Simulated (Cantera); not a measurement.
Cantera with NASA thermochemical tables; ideal gases at 1 bar, condensed phases pure. Values are per mole of reaction as written; species without (g) are pure solids or liquids, kept so even where they would boil at 1 bar.

a) 1.2 Ti + O₂(g) ⇌ 0.4 Ti₃O₅
b) 2 Si + O₂(g) ⇌ 2 SiO(g)
c) Ta + O₂(g) ⇌ TaO₂(g)
d) 0.6667 Cr + O₂(g) ⇌ 0.6667 CrO₃(g)

Q: Order these by ΔG° at 2723 K, most negative first.

A: b (-577 kJ), a (-539 kJ), c (-264 kJ), d (-55 kJ)
